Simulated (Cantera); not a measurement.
A perfectly stirred reactor is fed with 3.85 % CH4, 0.358 % H2, 19.2 % O2, 72.4 % N2, 4.23 % CO2, equivalence ratio 0.41, at 4.93 atm; it is adiabatic with a 775 K inlet, and is followed from long to short residence time, starting on the burning branch (τ in s: 0.18, 0.07, 0.028, 0.011, 0.0043, 0.0017, 0.00067, 0.00027, 0.0001, 4.1e-05, 1.6e-05, 6.4e-06).

Cantera simulation using GRI-Mech 3.0 (53 species, 325 reactions); the numbers are that mechanism's predictions, not measurements.

One state of this run: T (K) = 1591; x CH4 = 0.000396; x H2 = 0.000319; x O2 = 0.117; x O = 0.000184; x CH2 = 3.33e-7; x CH3 = 4.50e-5. x: mole fraction; the columns are a selection and need not sum to one.

Question: Which value of τ (s) does it belong to?
A) 0.00067
B) 6.4e-6
C) 1.6e-5
D) 0.0017

Answer: A, 0.00067
